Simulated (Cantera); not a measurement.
Charge: 1 mol Si, 0.07 mol CO2, 59 mol CO, 0.016 mol O2, at 10.0 Torr.

These are equilibrium values from Cantera (NASA tables, ideal gas, pure condensed phases), not measurements of a reactor. Candidate condensed phases: C, Si, SiC, SiO2; 20 gas species. Mutual solubility and eutectic melting of coexisting phases are not modelled. The tables hold silica as quartz up to 1696 K and as liquid above; real silica turns to tridymite and cristobalite and melts near 1996 K. The numbers say what is thermodynamically allowed, not how fast it happens.

log p: log10 of the partial pressure in bar; n: condensed amount in mol.

| T (K) | log p CO | log p SiO | log p CO2 | log p Si | log p Si2C | n C(graphite) | n SiO2(β-quartz) | n SiC(s) |
|---|---|---|---|---|---|---|---|---|
| 1373 | -1.88 | -6.31 | -6.39 | -13.26 | <-13 | 1.90 | 0.998 | 0 |
| 1398 | -1.88 | -5.85 | -6.51 | -12.50 | <-13 | 1.89 | 0.994 | 0 |
| 1423 | -1.88 | ___ | ___ | ___ | <-13 | 1.88 | 0.983 | 0 |
| 1448 | -1.88 | -4.97 | -6.72 | -11.05 | <-13 | 1.85 | 0.954 | 0 |
| 1473 | -1.88 | ___ | -6.80 | ___ | ___ | 0 | ___ | 0.595 |
| 1498 | -1.88 | -4.30 | -6.78 | -10.00 | -12.82 | 0 | 0.220 | 0.559 |
| 1523 | -1.88 | -4.03 | -6.76 | -9.58 | -12.32 | 0 | 0.0895 | 0.494 |
| 1548 | -1.88 | -3.91 | -6.82 | -9.26 | -11.92 | 0 | 0 | 0.449 |
| 1573 | -1.88 | -3.91 | -6.93 | -9.00 | -11.58 | 0 | 0 | 0.449 |
| 1598 | -1.88 | -3.91 | -7.03 | -8.75 | -11.26 | 0 | 0 | 0.449 |
| 1623 | -1.88 | -3.91 | -7.13 | -8.51 | -10.94 | 0 | 0 | 0.449 |
| 1648 | -1.88 | -3.91 | -7.23 | -8.28 | -10.64 | 0 | 0 | 0.449 |
| 1673 | -1.88 | -3.91 | -7.33 | -8.05 | -10.34 | 0 | 0 | 0.449 |

Q: What belongs in the gaps?

A: 
- 1473, log p SiO: -4.58
- 1473, log p Si: -10.42
- 1473, log p Si2C: -13.33
- 1473, n SiO2(β-quartz): 0.290
- 1423, log p SiO: -5.40
- 1423, log p CO2: -6.62
- 1423, log p Si: -11.76
